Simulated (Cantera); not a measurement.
# Adiabatic ignition

An adiabatic, constant-volume homogeneous reactor starts with 2.14 % C3H8, 20.5 % O2, 77.3 % N2, equivalence ratio 0.52, at 1625 K and 9.87 atm.

Model: GRI-Mech 3.0 (53 species, 325 reactions), integrated in Cantera. GRI-Mech 3.0 was tuned for natural gas; its chemistry of propane as a main component is partial and can be far from experiment.

```csv
t (s),T (K),P (bar),x C3H8,x O2,x C2H,x HO2,x HCO,x NO2,x C2H4
2.00e-6,1621,10.0,0.0172,0.203,2.75e-10,0.000184,1.29e-6,<1e-12,0.00386
5.70e-6,1943,12.5,0.000256,0.161,2.27e-6,0.000868,9.32e-5,9.17e-10,0.00859
1.62e-5,2833,18.0,<1e-12,0.0944,<1e-12,3.00e-5,1.03e-8,1.75e-6,<1e-12
4.62e-5,2830,18.0,<1e-12,0.0930,<1e-12,2.95e-5,9.85e-9,6.78e-6,<1e-12
0.000132,2818,17.9,<1e-12,0.0902,<1e-12,2.82e-5,9.24e-9,1.78e-5,<1e-12
0.000375,2802,17.8,<1e-12,0.0861,<1e-12,2.63e-5,8.42e-9,3.28e-5,<1e-12
0.00107,2794,17.7,<1e-12,0.0842,<1e-12,2.55e-5,8.05e-9,4.00e-5,<1e-12
0.00304,2794,17.7,<1e-12,0.0841,<1e-12,2.54e-5,8.03e-9,4.03e-5,<1e-12
0.00866,2794,17.7,<1e-12,0.0841,<1e-12,2.54e-5,8.03e-9,4.03e-5,<1e-12
0.0247,2794,17.7,<1e-12,0.0841,<1e-12,2.54e-5,8.03e-9,4.03e-5,<1e-12
0.0702,2794,17.7,<1e-12,0.0841,<1e-12,2.54e-5,8.03e-9,4.03e-5,<1e-12
0.200,2794,17.7,<1e-12,0.0841,<1e-12,2.54e-5,8.03e-9,4.03e-5,<1e-12
```
x: mole fraction; the columns are a selection and need not sum to one.

The time of steepest temperature rise is 5.98 µs and the temperature at 0.200 s is 2794 K. The equilibrium temperature is 2794 K, the x(C3H8) at 0.200 s comes out as <1e-12 (gas-phase equilibrium <1e-12) and the x(O2) at 0.200 s is 0.0841 (gas-phase equilibrium 0.0841). The x(C2H) at 0.200 s is <1e-12 (gas-phase equilibrium <1e-12).
